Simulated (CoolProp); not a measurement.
The numbers come from the reference Helmholtz-energy equation of state, Platzer 1990 in CoolProp. This equation is an older, rougher fit; its heat capacities, sound speeds and derivatives of the liquid may be far off and weren't checked against measurements.

**Question.** Give the vapour pressure (bar), vapour density (kg/m³), surface tension (mN/m) of saturated R114 at 307.1 K.

**Answer.** 
```
T (K)  p (bar)  vapour density (kg/m³)  surface tension (mN/m)
-----  -------  ----------------------  ----------------------
307.1     2.83                    20.7                    9.94
```

Surface tension comes from a separate correlation (Mulero 2012).
